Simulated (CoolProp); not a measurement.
Vapour-liquid equilibrium of nitrogen (1) + methane (2) at 103.9 K; x and y are mole fractions of (1).

The numbers come from the multi-fluid Helmholtz-energy mixture model, Span 2000 and Setzmann 1991; pair parameters Kunz 2012 in CoolProp.

| x | bubble pressure (kPa) | y at the bubble point | dew pressure at overall composition x (kPa) | liquid density (mol/L) |
|---|---|---|---|---|
| 0.05 | 135.2 | 0.627 | 53.46 | 26.93 |
| 0.2 | 333.7 | 0.857 | 63.58 | 26.65 |
| 0.35 | 479.0 | 0.908 | 78.31 | 26.32 |
| 0.5 | 596.7 | 0.934 | 101.6 | 25.92 |
| 0.65 | 704.9 | 0.953 | 144.0 | 25.43 |
| 0.8 | 819.3 | 0.971 | 245.6 | 24.82 |
| 0.95 | 956.0 | 0.992 | 688.9 | 24.04 |

No azeotrope shows between x = 0.05 and 0.95.

The pair parameters rest on a limited set of measurements; away from them the model extrapolates. The gap from Raoult's law changes sign with composition, which may be real or a fault of the pair parameters; it wasn't checked against measurements.
